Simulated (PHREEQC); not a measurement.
Solution (65 °C): 0.21 mol/kgw H2SO4 and 0.012 mol/kgw CuSO4. Closed to the air; pH follows from the charge balance.

The numbers come from PHREEQC with the ion-association model, phreeqc.dat.

Precipitation was switched off in this run.

Question: Order these S species by the share of S that they hold, largest first: SO4-2, HSO4-, CuSO4.

Answer: HSO4- (93 %), SO4-2 (6.3 %), CuSO4 (1.0 %)

The pH is 0.78 and the ionic strength 0.258 mol/kgw. At this temperature some constants are extrapolated from 25 °C, and those without enthalpy data are left unchanged.
